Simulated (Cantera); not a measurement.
Charge: 1 mol Fe2O3, 2.8 mol H2S, 4 mol N2, at 725 K and 75.0 Torr.

Cantera's Mixture.equilibrate('TP', solver="vcs", rtol=1e-11, max_steps=5000) on the NASA tables stopped like this:

```
*******************************************************************************
CanteraError thrown by VCS_SOLVE::solve_tp_inner:
vcs_solve_TP: ERROR on step change wt[9:Fe2S3O12(s)]: -1.734723475976807e-18 < 0.0
*******************************************************************************
```

Problem. What got this run through?

Solution. This is not unique; one that fits is The failure is numerical, not chemical. The same input converged with solver="gibbs", rtol=1e-10, max_steps=50000, and the result passed a check of the equilibrium conditions:
```
       temperature   725 K
          pressure   10000 Pa
           density   0.039737 kg/m^3
  mean mol. weight   23.954 kg/kmol
   phase of matter   gas

                          1 kg             1 kmol
                     ---------------   ---------------
          enthalpy       -3.5565e+06       -8.5192e+07  J
   internal energy       -3.8082e+06        -9.122e+07  J
           entropy             10180        2.4385e+05  J/K
    Gibbs function       -1.0937e+07       -2.6198e+08  J
 heat capacity c_p            1409.2             33756  J/K
 heat capacity c_v            1062.1             25442  J/K

                      mass frac. Y      mole frac. X     chem. pot. / RT
                     ---------------   ---------------   ---------------
               H2O           0.30708           0.40831           -67.271
               H2S         0.0042232         0.0029687           -37.568
                N2            0.6877           0.58802           -26.939
     [  +35 minor]        0.00099719        0.00070251

Fe(a)             0.00000e+00 mol
FeO(s)            0.00000e+00 mol
Fe(OH)2(s)        0.00000e+00 mol
Fe(OH)3(s)        0.00000e+00 mol
FeS(c)            8.96120e-01 mol
FeSO4(s)          0.00000e+00 mol
FeS2(s)           9.40570e-01 mol
Fe2O3(s)          0.00000e+00 mol
Fe2S3O12(s)       0.00000e+00 mol
Fe3O4(s)          5.44368e-02 mol
H2SO4(L)          0.00000e+00 mol
S(L)              0.00000e+00 mol
```

The gas is ideal and each condensed phase is pure. FeS: taken at fixed stoichiometry.
